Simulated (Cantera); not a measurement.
Feed: 1 mol Ni, 3.1 mol H₂S, 2.3 mol N₂, at 1300 °C and 1.00 bar.

Equilibrium computed with Cantera from the NASA thermochemical tables; the gas is ideal and each condensed phase is pure. Candidate condensed phases: Ni, NiS, NiS₂, Ni₃S₂, Ni₃S₄, S; 17 gas species. Rates play no part.

Base state: N₂ 0.387, H₂ 0.293, H₂S 0.227, S₂ 0.0895, SH 0.00346, S 2.74e-5, H 2.20e-5 (mole fractions); condensed: Ni₃S₂(l).

What changes in the equilibrium state with this change: temperature from 1300 °C to 1175 °C?


```csv
species,before,after
N₂,0.387,0.398
H₂S,0.227,0.292
H₂,0.293,0.244
S₂,0.0895,0.0640
S,2.74e-5,5.51e-6
H,2.20e-5,4.56e-6
"Ni₃S₂(l), mol",0.333,0.333
```
